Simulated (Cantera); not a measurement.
Charge: 1 mol C2F6, 0.071 mol F2, 2.1 mol H2, held at 0.0188 Torr.

Method: chemical equilibrium by Gibbs-energy minimisation in Cantera with the NASA 1993 tables (ideal gas, pure condensed phases). Candidate condensed phases: C, C6H6, C7H8, C8H18; 95 gas species. The feed counts by its element totals alone. Gases not in the tables: C2F6 and larger saturated fluorocarbons. Kinetics and transport are ignored.

Task: What share of the C ends up in condensed phases as a function of T (K), at 1448, 1523, 1598, 1673, 1748, 1823, 1898, 1973, 2048, 2123, 2198, 2273, 2348?

Result: 
| T (K) | C condensed (%) | as |
|---|---|---|
| 1448 | 75.7 | C(graphite) |
| 1523 | 75.5 | C(graphite) |
| 1598 | 75.4 | C(graphite) |
| 1673 | 75.3 | C(graphite) |
| 1748 | 76.1 | C(graphite) |
| 1823 | 80.3 | C(graphite) |
| 1898 | 87.3 | C(graphite) |
| 1973 | 92.9 | C(graphite) |
| 2048 | 96.0 | C(graphite) |
| 2123 | 97.4 | C(graphite) |
| 2198 | 97.9 | C(graphite) |
| 2273 | 97.6 | C(graphite) |
| 2348 | 95.9 | C(graphite) |
